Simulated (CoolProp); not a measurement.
The fluid at 298.15 K and 15.1 MPa flows at 0.9 m/s in a round tube of 6 mm bore and 15 µm roughness, fully developed (64/Re and Nu = 3.66 if laminar; Colebrook and Gnielinski if turbulent). The same conditions are run with several fluids, on thermodynamics alone (safety and materials aside).

Model: reference Helmholtz-energy equation of state of each fluid (n-pentane: Thol 2019; ammonia: Gao 2020; R236FA: Pan 2012; isobutane: Bücker 2006; n-heptane: Span 2003), in CoolProp.

Question: Rank n-pentane, ammonia, R236FA, isobutane, n-heptane by Reynolds number, highest first.

Answer: ammonia (23300), R236FA (20900), isobutane (16600), n-pentane (15700), n-heptane (8220)

```
fluid      Darcy friction factor  pressure drop (Pa/m)  heat-transfer coefficient (W/(m² K))  mass flow (kg/h)
---------  ---------------------  --------------------  ------------------------------------  ----------------
n-pentane                 0.0318                  1370                                  2150              58.5
ammonia                   0.0300                  1250                                  8030              56.4
R236FA                    0.0304                  2920                                  2090               130
isobutane                 0.0315                  1230                                  1910              52.8
n-heptane                 0.0359                  1680                                  1560              63.5
```

Transport values come from each fluid's own correlations; those of n-pentane, R236FA are estimates that may be off by 10 % or more.
